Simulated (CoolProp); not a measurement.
Saturated liquid density (kg/m³) of dimethyl carbonate: the reference equation beside estimates from Tc = 283.9 °C, pc = 49.09 bar, ω = 0.346.

Model: reference Helmholtz-energy equation of state, Zhou 2011, in CoolProp.

```tsv
T (°C)	reference	van der Waals	Redlich-Kwong	Soave-Redlich-Kwong
73.45	997.5	579.4	850.6	(withheld)
90.95	972.8	566.1	827.3	869.2
108.35	947.5	552.0	(withheld)	846.4
125.85	921.1	537.1	776.1	821.4
143.35	893.7	(withheld)	747.6	794.1
160.75	(withheld)	504.2	717.2	764.1
178.25	834.6	485.8	684.0	730.7
195.75	801.8	465.7	647.8	693.3
213.25	765.8	(withheld)	607.6	650.9
```

### Question
Some entries are withheld; supply them.

### Answer

- 73.45, Soave-Redlich-Kwong: 890.3
- 108.35, Redlich-Kwong: 802.6
- 143.35, van der Waals: 521.2
- 160.75, reference: 865.1
- 213.25, van der Waals: 443.3

Absolute difference from the reference over all 9 rows, mean and median: van der Waals 41.8 and 41.8 %, Redlich-Kwong 16.9 and 16.3 %, Soave-Redlich-Kwong 11.9 and 11.1 %.
